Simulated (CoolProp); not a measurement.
Vapour-liquid equilibrium of acetone (1) + n-decane (2) at 43.85 °C; x and y are mole fractions of (1).

The numbers come from the multi-fluid Helmholtz-energy mixture model, Lemmon 2006 and Lemmon 2006; pair parameters Bell 2016 in CoolProp.

### Question
Give the bubble pressure and the first vapour's composition at x = 0.65, 0.75, 0.95. Is there an azeotrope?

### Answer
x = 0.65: 0.05344 MPa, y = 0.992; x = 0.75: 0.05523 MPa, y = 0.993; x = 0.95: 0.06250 MPa, y = 0.998. No azeotrope shows between x = 0.05 and 0.95.

Pair parameters are fitted to limited data, so mixtures are less certain than the pure fluids. With so large a gap from Raoult's law the liquid may split in two, which this calculation doesn't test in full.
